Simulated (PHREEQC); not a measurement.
Make-up at 20 °C: 0.00019 mol H2S, 0.0013 mol NaHCO3 and 0.27 mol ZnCl2 per kg of water. Closed to the air; pH follows from the charge balance.

Computed with PHREEQC (ion-association model, phreeqc.dat).

Precipitation was switched off in this run.

Question: Estimate the pH, activity of water, density.

Answer: pH 5.72; activity of water 0.987; density 1.031 g/cm³.

Question: In which forms is C present?

Answer: ZnHCO3+ 56 %, CO2 31 %, HCO3- 12 %, ZnCO3 1.3 % of the C.

Saturation is exceeded, for instance for Sphalerite (slow to form); the values hold only as long as no solid forms.
